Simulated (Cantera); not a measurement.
An isothermal, constant-pressure homogeneous reactor starts with 3.85 % H₂, 96.2 % O₂, equivalence ratio 0.020, at 1100 K and 0.0200 bar.

Model: the H2/O2 subset of GRI-Mech 3.0, which has no nitrogen chemistry, integrated in Cantera. Radical loss at walls, strong at low pressure, is not modelled. The temperature is held fixed by assumption; the heat of reaction is taken as removed at once.

x: mole fraction; the columns are a selection and need not sum to one.

| t (s) | x H₂ | x O₂ | x H₂O | x H₂O₂ | x HO₂ | x H |
|---|---|---|---|---|---|---|
| 3.00e-5 | 0.0385 | 0.962 | 7.20e-12 | <1e-12 | 1.94e-10 | 1.51e-10 |
| 6.63e-5 | 0.0385 | 0.962 | 6.28e-11 | <1e-12 | 4.30e-10 | 2.86e-10 |
| 0.000147 | 0.0385 | 0.962 | 4.97e-10 | <1e-12 | 9.54e-10 | 6.11e-10 |
| 0.000324 | 0.0385 | 0.962 | 4.24e-9 | <1e-12 | 2.14e-9 | (withheld) |
| 0.000717 | 0.0385 | 0.962 | 7.20e-8 | 3.16e-12 | 5.25e-9 | (withheld) |
| 0.00158 | 0.0384 | 0.962 | 1.35e-5 | 5.01e-11 | 1.22e-7 | (withheld) |
| 0.00350 | 0.00615 | 0.939 | 0.0264 | 3.87e-7 | 7.22e-6 | (withheld) |
| 0.00775 | 0.000477 | 0.940 | 0.0354 | 1.10e-7 | 5.72e-6 | (withheld) |
| 0.0171 | 0.000264 | 0.949 | 0.0372 | 1.11e-7 | 4.83e-6 | (withheld) |
| 0.0379 | 0.000102 | 0.956 | 0.0384 | 1.06e-7 | 3.38e-6 | (withheld) |
| 0.0837 | 2.81e-5 | 0.959 | 0.0389 | 8.70e-8 | 1.83e-6 | (withheld) |
| 0.185 | 6.50e-6 | 0.960 | 0.0391 | 5.79e-8 | 7.67e-7 | (withheld) |
| 0.409 | 1.50e-6 | 0.961 | 0.0392 | 3.15e-8 | 2.70e-7 | (withheld) |
| 0.905 | 3.80e-7 | 0.961 | 0.0392 | 1.50e-8 | 8.93e-8 | (withheld) |
| 2.00 | 1.10e-7 | 0.961 | 0.0392 | 6.61e-9 | 3.04e-8 | (withheld) |

Problem. What belongs in the gaps?

Solution. 
- 0.000324, x H: 2.09e-9
- 0.000717, x H: 2.30e-8
- 0.00158, x H: 4.01e-6
- 0.00350, x H: 0.00808
- 0.00775, x H: 0.00387
- 0.0171, x H: 0.00160
- 0.0379, x H: 0.000380
- 0.0837, x H: 5.55e-5
- 0.185, x H: 6.42e-6
- 0.409, x H: 7.45e-7
- 0.905, x H: 9.99e-8
- 2.00, x H: 1.62e-8
